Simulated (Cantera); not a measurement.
Input: 1 mol trisilylamine, 8.7 mol N₂, 8.9 mol NH₃, at 2050 K and 23.0 mbar.

Method: chemical equilibrium by Gibbs-energy minimisation in Cantera with the NASA 1993 tables (ideal gas, pure condensed phases). Candidate condensed phases: Si, Si₃N₄; 18 gas species. The feed counts by its element totals alone. The tables' values for SiN are old estimates; treat these amounts as uncertain. Gases not in the tables: Si₂H₆ and higher silanes. The numbers say what is thermodynamically allowed, not how fast it happens.

Base state: H₂ 0.556, N₂ 0.429, H 0.0112, Si 0.00336, SiH 0.000230, Si₂N 9.71e-5, SiH₂ 7.79e-5, SiN 7.74e-5 (mole fractions); condensed: Si(l).

Problem. What changes in the equilibrium state with this change: trisilylamine replaced by SiCl₄?

Solution. 
```
species     before    after
----------  ------  -------
N₂           0.429    0.457
H₂           0.556    0.421
HCl              0   0.0768
SiCl₂            0   0.0296
H           0.0112  0.00970
SiCl             0  0.00132
Cl               0  0.00131
Si(l), mol    2.87        0
```
The tables' values for SiCl, SiCl₃, SiN are old estimates; treat these amounts as uncertain. Further candidate phases: NH₄Cl.
